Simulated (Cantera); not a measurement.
Charge: 1 mol Pb, 3.4 mol CO, 35 mol H2, equilibrated at 1098.15 K and 0.975 Torr.

Method: chemical equilibrium by Gibbs-energy minimisation in Cantera with the NASA 1993 tables (ideal gas, pure condensed phases). Candidate condensed phases: C, C6H6, C7H8, C8H18, H2O, Pb, PbO, PbO2, Pb3O4; 113 gas species. Kinetics and transport are ignored.

Base state: H2 0.888, CO 0.0863, Pb 0.0254, CH4 1.94e-5, H2O 1.77e-5 (mole fractions); condensed: gas only.

Question: What changes in the equilibrium state with this change: temperature from 1098.15 K to 1873.15 K?

Answer: 
```json
[
 {"species": "H2", "before": "0.888", "after": "0.873"},
 {"species": "CO", "before": "0.0863", "after": "0.0856"},
 {"species": "Pb", "before": "0.0254", "after": "0.0252"},
 {"species": "H", "before": "6.49e-7", "after": "0.0167"},
 {"species": "CH4", "before": "1.94e-5", "after": "1.97e-8"},
 {"species": "H2O", "before": "1.77e-5", "after": "5.97e-7"}
]
```
